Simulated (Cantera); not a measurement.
What does this Cantera script print?

```python
import numpy as np
import cantera as ct

gas_names = """
    H HO2 H2 H2O H2O2 O OH O2 O3 Si SiH SiH2 SiH3 SiH4 SiO SiO2 Si2 Si3
""".split()
cond_names = """
    H2O(s) H2O(L) Si(cr) Si(L) SiO2(Lqz) SiO2(hqz) SiO2(L)
""".split()


def load(file, names, dense=False):
    # The tables refer to 1 bar. Condensed volumes are neglected.
    table = {s.name: s for s in ct.Species.list_from_file(file)}
    out = []
    for n in names:
        d = dict(table[n].input_data)
        d["thermo"] = dict(d["thermo"], **{"reference-pressure": 1e5})
        if dense:
            d["equation-of-state"] = {"model": "constant-volume", "density": "1e6 g/cm^3"}
        out.append(ct.Species.from_dict(d))
    return out


gas = ct.Solution(thermo="ideal-gas", species=load("nasa_gas.yaml", gas_names))
cond = {s.name: ct.Solution(thermo="fixed-stoichiometry", species=[s], name=s.name)
        for s in load("nasa_condensed.yaml", cond_names, dense=True)}
atoms = {
    'Si': {'Si': 1},
    'O2': {'O': 2},
    'H2': {'H': 2},
}
top_T = {}  # K; cautious upper limits of use, not melting points


def equilibrate(T, P, feed):
    n = {}
    for name, mol in feed.items():
        for a, k in atoms[name].items():
            n[a] = n.get(a, 0.0) + k * mol
    gas.TPX = T, P, n
    mass = sum(n.values()) * gas.mean_molecular_weight
    gas.equilibrate("TP")
    valid = [c for c in cond.values() if c.min_temp <= T <= top_T.get(c.name, c.max_temp)]
    mix = ct.Mixture([(gas, mass / gas.mean_molecular_weight)] + [(c, 0.0) for c in valid])
    mix.T, mix.P = T, P
    mix.equilibrate("TP", solver="vcs", rtol=1e-11, max_steps=5000)
    return mix


results = []
feed = {'Si': 1, 'O2': 0.19, 'H2': 8.3}  # mol
T = 1123  # K
P = 39  # Pa
mix = equilibrate(T, P, feed)
results.append((T, P, feed, dict(zip(mix.species_names, mix.species_moles))))
print(gas.report(threshold=1e-05))
for i in range(1, mix.n_phases):
    print(f"{mix.phase(i).name:16s} {mix.phase_moles(i):12.5e} mol")
```

It prints:

```
       temperature   1123 K
          pressure   39 Pa
           density   8.4431e-06 kg/m^3
  mean mol. weight   2.0214 kg/kmol
   phase of matter   gas

                          1 kg             1 kmol
                     ---------------   ---------------
          enthalpy        1.2081e+07         2.442e+07  J
   internal energy        7.4618e+06        1.5083e+07  J
           entropy        1.1628e+05        2.3505e+05  J/K
    Gibbs function        -1.185e+08       -2.3954e+08  J
 heat capacity c_p             15208             30741  J/K
 heat capacity c_v             11095             22427  J/K

                      mass frac. Y      mole frac. X     chem. pot. / RT
                     ---------------   ---------------   ---------------
                H2            0.9972           0.99987           -25.651
               SiO         0.0027961        0.00012821           -55.306
     [  +16 minor]        1.2438e-06        2.1734e-06

Si(cr)            8.09468e-01 mol
SiO2(hqz)         1.89468e-01 mol
```

Method: chemical equilibrium by Gibbs-energy minimisation in Cantera with the NASA 1993 tables (ideal gas, pure condensed phases). Mutual solubility and eutectic melting of coexisting phases are not modelled.
